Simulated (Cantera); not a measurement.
# Fe2O3 + Cl2 + H2 (chemical vapour transport)

Input: 1 mol Fe2O3, 0.41 mol Cl2, 0.63 mol H2, equilibrated at 1473 K and 0.110 bar.

Equilibrium computed with Cantera from the NASA thermochemical tables; the gas is ideal and each condensed phase is pure. Candidate condensed phases: Fe, FeCl2, FeCl3, FeO, Fe(OH)2, Fe(OH)3, Fe2O3, Fe3O4, H2O; 22 gas species. Mutual solubility and eutectic melting of coexisting phases are not modelled. The numbers say what is thermodynamically allowed, not how fast it happens.

```json
{
  "x(HCl)": "0.646",
  "x(H2O)": "0.266",
  "x(FeCl2)": "0.0489",
  "x(O2)": "0.0243",
  "x(Cl)": "0.00769",
  "x(FeCl3)": "0.00338",
  "x(Cl2)": "0.00276",
  "x(OH)": "0.000102",
  "x(Fe2Cl4)": "1.27e-5",
  "n(Fe2O3(s))": "0.213 mol",
  "n(Fe3O4(s))": "0.506 mol",
  "gas_amount": "1.068 mol",
  "log10 activity of FeCl2(l) (absent)": "-2.81",
  "log10 activity of Fe(γ) (absent)": "-5.96",
  "log10 activity of Fe(OH)2(s) (absent)": "-8.04"
}
```
